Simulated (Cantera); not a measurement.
Feed: 1 mol SiH4, 0.37 mol NH3, 0.25 mol H2, equilibrated at 0.233 Torr.

Method: chemical equilibrium by Gibbs-energy minimisation in Cantera with the NASA 1993 tables (ideal gas, pure condensed phases). Candidate condensed phases: Si, Si3N4; 18 gas species. Mutual solubility and eutectic melting of coexisting phases are not modelled. The numbers say what is thermodynamically allowed, not how fast it happens.

x: gas mole fraction; n: condensed amount in mol.

| T (°C) | x H2 | x N2 | x H | x Si | n Si(s) | n Si3N4(s) |
|---|---|---|---|---|---|---|
| 800 | 1.000 | 1.11e-6 | 7.96e-7 | 2.23e-11 | 0.723 | 0.0925 |
| 850 | 1.000 | 7.14e-6 | 2.42e-6 | 2.08e-10 | 0.723 | 0.0925 |
| 900 | 1.000 | 3.90e-5 | 6.70e-6 | 1.60e-9 | 0.723 | 0.0924 |
| 950 | 1.000 | 0.000185 | 1.71e-5 | 1.04e-8 | 0.723 | 0.0922 |
| 1000 | 0.999 | 0.000776 | 4.05e-5 | 5.82e-8 | 0.726 | 0.0914 |
| 1050 | 0.997 | ___ | ___ | ___ | 0.735 | 0.0884 |
| 1100 | 0.990 | ___ | ___ | ___ | 0.765 | ___ |
| 1150 | 0.969 | 0.0309 | 0.000371 | 4.93e-6 | 0.857 | 0.0478 |
| 1200 | 0.937 | 0.0619 | 0.000696 | 1.77e-5 | 1.000 | 0 |
| 1250 | 0.937 | 0.0618 | 0.00127 | 5.82e-5 | 1.000 | 0 |
| 1300 | 0.936 | 0.0618 | 0.00223 | 0.000177 | 0.999 | 0 |
| 1350 | 0.934 | 0.0617 | 0.00379 | 0.000505 | 0.998 | 0 |

Task: Some entries are withheld; supply them.

Result: 
- 1050, x N2: 0.00291
- 1050, x H: 8.99e-5
- 1050, x Si: 2.86e-7
- 1100, x N2: 0.00991
- 1100, x H: 0.000188
- 1100, x Si: 1.25e-6
- 1100, n Si3N4(s): 0.0785
